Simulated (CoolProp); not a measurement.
Saturation properties of water (Tc = 647.1 K, pc = 22.06 MPa, ω = 0.344).

Values from CoolProp's reference Helmholtz-energy equation of state, Wagner 2002.

```
T (K)  p (MPa)  vapour density (kg/m³)  enthalpy of vaporisation (kJ/kg)  liquid cp (kJ/(kg K))  liquid viscosity (µPa s)
-----  -------  ----------------------  --------------------------------  ---------------------  ------------------------
450.3   0.9388                   4.844                              2024                  4.394                       153
474.9    1.613                   8.143                              1933                  4.505                       133
499.6    2.620                   13.10                              1829                  4.660                       118
524.2    4.047                   20.33                              1710                  4.881                       106
548.9    6.015                   30.90                              1570                  5.214                      95.2
573.6    8.642                   46.51                              1401                  5.764                      85.7
598.2    12.06                   70.57                              1190                  6.833                      76.4
622.9    16.48                   113.0                             896.5                  10.05                      65.9
```

It boils at 373.1 K under 1 atm.

Viscosity comes from a separate model (Huber 2009).
